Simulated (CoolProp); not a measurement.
Nitrous oxide along the isotherm 187.3 K: Z from the reference equation and from simpler models built on Tc = 309.5 K, pc = 72.45 bar, ω = 0.161; each cubic takes its own stable root.

The numbers come from the reference Helmholtz-energy equation of state, Lemmon 2006 in CoolProp. It is a short technical equation, of lower accuracy than the large ones.

```
p (bar)   phase  reference
-------  ------  ---------
2.41     liquid   0.005570
4.83     liquid    0.01116
7.24     liquid    0.01672
9.66     liquid    0.02231
12.1     liquid    0.02793
14.5     liquid    0.03346
16.9     liquid    0.03899
19.3     liquid    0.04452
21.7     liquid    0.05004
24.1     liquid    0.05556
26.6     liquid    0.06130
29       liquid    0.06681
31.4     liquid    0.07232
```

Task: How far does each simpler model (van der Waals, Redlich-Kwong) lie from the reference over these 13 states: mean and median of the absolute difference, and the worst?

Result: 
- van der Waals: mean 2014.6 %, median 60.3 %, worst +17269.8 % at 187.3 K and 2.41 bar
- Redlich-Kwong: mean 9.1 %, median 9.1 %, worst +9.2 % at 187.3 K and 2.41 bar

At some of these states van der Waals gives the other phase, because its saturation line lies elsewhere.
